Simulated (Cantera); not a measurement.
What does this Cantera script print?

```python
import numpy as np
import cantera as ct

gas_names = """
    H HO2 H2 H2O H2O2 Mg MgH MgO MgOH MgO2H2 Mg2 O OH O2 O3
""".split()
cond_names = """
    H2O(s) H2O(L) Mg(cr) Mg(L) MgO(s) MgO(L) MgO2H2(s)
""".split()


# ... load() reads the species with a 1 bar reference pressure and builds the phases ...
atoms = {
    'Mg(OH)2': {'Mg': 1, 'O': 2, 'H': 2},
    'H2': {'H': 2},
    'H2O': {'H': 2, 'O': 1},
}
top_T = {}  # K; cautious upper limits of use, not melting points


# ... equilibrate(T, P, feed) seeds the gas with the atoms and calls Mixture.equilibrate('TP', solver="vcs", rtol=1e-11, max_steps=5000) ...
results = []
feed = {'Mg(OH)2': 1, 'H2': 0.36, 'H2O': 5.9}  # mol
P = 1333.22  # Pa
for T in [1548, 1598, 1648, 1698, 1748, 1798, 1848, 1898, 1948, 1998]:
    mix = equilibrate(T, P, feed)
    results.append((T, P, feed, dict(zip(mix.species_names, mix.species_moles))))

top = {s: max(r[3][s] / sum(r[3][g] for g in gas_names) for r in results) for s in gas_names}
cols = sorted((s for s in top if top[s] > 0.0001), key=lambda s: -top[s])[:7]
seen = [c for c in cond_names if any(r[3].get(c, 0) > 1e-12 for r in results)]
print("log10 of partial pressures in bar; condensed amounts in mol")
print(f"{'T/K':>10s}" + "".join(f"{s[:9]:>10s}" for s in cols + seen))
for T, P, feed, n in results:
    ng = sum(n[g] for g in gas_names)
    print(f"{T:10.4g}" + "".join(f"{np.log10(max(n[s] / ng * P / 1e5, 1e-99)):10.3f}" for s in cols)
          + "".join(f"{n.get(c, 0):10.4g}" for c in seen))
```

It prints:

```
log10 of partial pressures in bar; condensed amounts in mol
       T/K       H2O        H2        OH         H        O2         O    MgO(s)
      1548    -1.897    -3.180    -6.295    -6.101    -8.341    -9.288         1
      1598    -1.897    -3.180    -5.991    -5.864    -7.812    -8.755         1
      1648    -1.897    -3.180    -5.705    -5.640    -7.315    -8.254         1
      1698    -1.897    -3.180    -5.436    -5.430    -6.848    -7.783         1
      1748    -1.898    -3.179    -5.183    -5.231    -6.408    -7.339         1
      1798    -1.898    -3.178    -4.945    -5.042    -5.994    -6.920    0.9999
      1848    -1.899    -3.175    -4.720    -4.863    -5.606    -6.526    0.9999
      1898    -1.900    -3.170    -4.509    -4.692    -5.245    -6.155    0.9998
      1948    -1.902    -3.159    -4.312    -4.526    -4.915    -5.810    0.9995
      1998    -1.904    -3.141    -4.131    -4.365    -4.619    -5.491    0.9991
```

Cantera equilibrium calculation (NASA polynomials, part measured and part estimated; ideal gas, pure solids and liquids).
